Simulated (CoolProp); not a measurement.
Vapour-liquid equilibrium of 1-butene (1) + n-butane (2) at -13.95 °C; x and y are mole fractions of (1).

The numbers come from the multi-fluid Helmholtz-energy mixture model, Lemmon 2005 and Bücker 2006; pair parameters Bell 2016 in CoolProp.

```tsv
x	bubble pressure, mixture model (bar)	bubble pressure, Raoult's law (bar)	y, mixture model	y, Raoult's law
0.05	0.5977	0.5972	0.063	0.062
0.125	0.6106	0.6088	0.155	0.153
0.2	0.6236	0.6204	0.243	0.240
0.275	0.6367	0.6321	0.328	0.324
0.35	0.6497	0.6437	0.409	0.405
0.425	0.6624	0.6554	0.486	0.483
0.5	0.6749	0.6670	0.560	0.558
0.575	0.6869	0.6787	0.631	0.631
0.65	0.6985	0.6903	0.699	0.701
0.725	0.7095	0.7019	0.765	0.769
0.8	0.7200	0.7136	0.830	0.835
0.875	0.7298	0.7252	0.894	0.898
0.95	0.7390	0.7369	0.957	0.960
```

The largest gap from Raoult's law is +1.2 % in bubble pressure, at x = 0.575. No azeotrope shows between x = 0.05 and 0.95.

Pair parameters are fitted to limited data, so mixtures are less certain than the pure fluids.
